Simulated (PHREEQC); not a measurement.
Solution (25 °C): 0.021 mol/kgw CuSO4 and 0.0027 mol/kgw HBF4. Closed to the air; pH follows from the charge balance.

Model: ion-association model, phreeqc.dat, run in PHREEQC.

```csv
quantity,before,after
pH,2.76,2.95
ionic strength (mol/kgw),0.0556,0.0547
BF4- (mol/kgw),0.00146,0.000409
H3BO3 (mol/kgw),0.000951,0.000801
```

Question: Name the change that produced these shifts.
A) diluted 10-fold with water
B) HBF4 from 0.0027 to 0.00297 mol/kgw
C) CuSO4 left out
D) HBF4 from 0.0027 to 0.00135 mol/kgw

Answer: D, HBF4 from 0.0027 to 0.00135 mol/kgw

No solid was allowed to form. Real BF4- forms and hydrolyses slowly; the run takes it at equilibrium.
